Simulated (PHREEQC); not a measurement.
Dissolve 1.1 mol MgSO4 and 1.6 mol KCl per kg of water at 20 °C. Closed to the air; pH follows from the charge balance.

Equilibrium calculation in PHREEQC: Pitzer model, pitzer.dat.

```json
[
 {"quantity": "pH", "before": "6.35", "after": "1.25"},
 {"quantity": "ionic strength (mol/kgw)", "before": "6.00", "after": "6.22"},
 {"quantity": "HSO4- (mol/kgw)", "before": "1.06e-6", "after": "0.130"},
 {"quantity": "SI of Arcanite (K2SO4)", "before": "+0.04", "after": "+0.11"},
 {"quantity": "SI of Sylvite (KCl)", "before": "-0.91", "after": "-0.87"}
]
```

Name the change that produced these shifts.
A. temperature from 20 to 85 °C
B. temperature from 20 to 10 °C
C. 0.16 mol/kgw KHSO4 added
D. MgSO4 replaced by H2SO4 at the same molality
E. MgSO4 from 1.1 to 1.21 mol/kgw

C, 0.16 mol/kgw KHSO4 added

Precipitation was switched off in this run. Some of these states are supersaturated (in Arcanite, for instance).
